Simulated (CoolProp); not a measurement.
Values from CoolProp's reference Helmholtz-energy equation of state, Platzer 1990. This equation is an older, rougher fit; its heat capacities, sound speeds and derivatives of the liquid may be far off and weren't checked against measurements.

Question: Give the vapour pressure (bar), enthalpy of vaporisation (kJ/kg), liquid conductivity (mW/(m K)) of saturated c-C4F8 (RC318) at 267.6, 290.2, 317.3 K.

Answer: 
```json
[
 {"T (K)": "267.6", "p (bar)": "1.03", "enthalpy of vaporisation (kJ/kg)": "117", "liquid conductivity (mW/(m K))": "72.5"},
 {"T (K)": "290.2", "p (bar)": "2.40", "enthalpy of vaporisation (kJ/kg)": "108", "liquid conductivity (mW/(m K))": "67.2"},
 {"T (K)": "317.3", "p (bar)": "5.53", "enthalpy of vaporisation (kJ/kg)": "95.0", "liquid conductivity (mW/(m K))": "60.1"}
]
```

Thermal conductivity comes from a separate model (Huber 2003), an estimate that may be off by 10 % or more.
